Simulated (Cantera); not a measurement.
Input: 1 mol Fe2O3, 1.8 mol CH4, 2 mol CO, held at 220 Pa.

Equilibrium computed with Cantera from the NASA thermochemical tables; the gas is ideal and each condensed phase is pure. Candidate condensed phases: C, C6H6, C7H8, C8H18, Fe, Fe(CO)5, FeO, Fe(OH)2, Fe(OH)3, Fe2O3, Fe3O4, H2O; 114 gas species. The numbers say what is thermodynamically allowed, not how fast it happens.

Which condensed phases are stable at each of these points (T (°C)): 1702, 1752, 1802, 1852, 1902, 1952, 2002, 2052, 2102, 2152, 2202, 2252?


| T (°C) | condensed phases | Fe condensed (%) |
|---|---|---|
| 1702 | Fe(l) | 46.4 |
| 1752 | gas only | 0.0 |
| 1802 | gas only | 0.0 |
| 1852 | gas only | 0.0 |
| 1902 | gas only | 0.0 |
| 1952 | gas only | 0.0 |
| 2002 | gas only | 0.0 |
| 2052 | gas only | 0.0 |
| 2102 | gas only | 0.0 |
| 2152 | gas only | 0.0 |
| 2202 | gas only | 0.0 |
| 2252 | gas only | 0.0 |

At 1702 °C the condensed part is Fe(l). From 1752 °C to 2252 °C nothing is condensed.
